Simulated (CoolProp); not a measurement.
Values from CoolProp's reference Helmholtz-energy equation of state, Thol 2017.

Problem. Give the vapour pressure (bar), liquid density (kg/m³), vapour density (kg/m³), enthalpy of vaporisation (kJ/kg) of saturated octamethyltrisiloxane (MDM) at 421.2, 433.1 K.

Solution. 
```csv
T (K),p (bar),liquid density (kg/m³),vapour density (kg/m³),enthalpy of vaporisation (kJ/kg)
421.2,0.901,681,6.53,155
433.1,1.23,666,8.81,149
```
